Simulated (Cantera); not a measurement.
A closed system holds: 1 mol CaCO₃, a varied amount of H₂O, held at 1250 K and 1.00 bar.

Cantera equilibrium calculation (NASA polynomials, part measured and part estimated; ideal gas, pure solids and liquids). Candidate condensed phases: C, C₆H₆, C₇H₈, C₈H₁₈, Ca, CaCO₃, CaO, Ca(OH)₂, H₂O; 115 gas species. Rates play no part.

Question: At 0.6 mol H₂O, list the 3 most abundant gas species with their mole fractions, and the condensed phases.

Answer: CO₂ 0.625, H₂O 0.375, CO 1.19e-5. Condensed: CaO(s).
